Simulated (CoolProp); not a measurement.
Properties of water along the isotherm 696.9 K.

Computed with CoolProp (reference Helmholtz-energy equation of state, Wagner 2002).

| p (MPa) | phase | Z | isothermal compressibility (1/MPa) | conductivity (mW/(m K)) | Prandtl number |
|---|---|---|---|---|---|
| 7.14 | gas | 0.9124 | 0.1546 | 65.5 | 1.01 |
| 14.3 | gas | 0.8081 | 0.08967 | 78.0 | 1.17 |
| 21.4 | gas | 0.6825 | 0.07557 | 100 | 1.44 |
| 28.6 | supercritical | 0.5217 | 0.08325 | 156 | 1.94 |
| 35.7 | supercritical | 0.3518 | 0.07453 | 278 | 2.38 |
| 42.9 | supercritical | 0.3025 | 0.02610 | 354 | 1.61 |
| 50 | supercritical | 0.3096 | 0.01320 | 393 | 1.24 |
| 57.1 | supercritical | 0.3280 | 0.008569 | 419 | 1.08 |
| 64.3 | supercritical | 0.3504 | 0.006248 | 441 | 0.978 |
| 71.4 | supercritical | 0.3741 | 0.004916 | 458 | 0.914 |
| 78.6 | supercritical | 0.3989 | 0.004040 | 474 | 0.869 |
| 85.7 | supercritical | 0.4236 | 0.003436 | 488 | 0.835 |
| 92.9 | supercritical | 0.4487 | 0.002984 | 501 | 0.808 |
| 100 | supercritical | 0.4735 | 0.002642 | 513 | 0.786 |

Viscosity comes from a separate model (Huber 2009). Thermal conductivity comes from a separate model (Huber 2012).
